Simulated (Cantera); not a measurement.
A Cantera script and its output.

```python
import numpy as np
import cantera as ct

gas = ct.Solution("gri30.yaml")


def delay(T, t_max=10):
    gas.TPX = T, 3600000, {'CH4': 1, 'O2': 2.86, 'N2': 10.7}
    reactor = ct.IdealGasConstPressureReactor(gas, clone=False)
    net = ct.ReactorNet([reactor])
    net.rtol, net.atol = 1e-8, 1e-16
    while net.time < t_max:
        t_old, T_old = net.time, reactor.T
        net.step()
        if reactor.T > T + 400:  # ignition: a rise of 400 K
            return t_old + (T + 400 - T_old) / (reactor.T - T_old) * (net.time - t_old)
    return np.nan


taus = []
for T in [1100, 1150, 1200, 1250, 1300, 1350, 1400]:
    taus.append(delay(T))
    print(f"T0 = {T:6g} K   tau = {taus[-1]:.4e} s")
```

Output:

```
T0 =   1100 K   tau = 4.0374e-03 s
T0 =   1150 K   tau = 1.9835e-03 s
T0 =   1200 K   tau = 1.0411e-03 s
T0 =   1250 K   tau = 5.7700e-04 s
T0 =   1300 K   tau = 3.3429e-04 s
T0 =   1350 K   tau = 2.0082e-04 s
T0 =   1400 K   tau = 1.2432e-04 s
```

Computed with Cantera and GRI-Mech 3.0 (53 species, 325 reactions). The pressure lies above the range GRI-Mech 3.0 was tuned for (to about 10 atm).
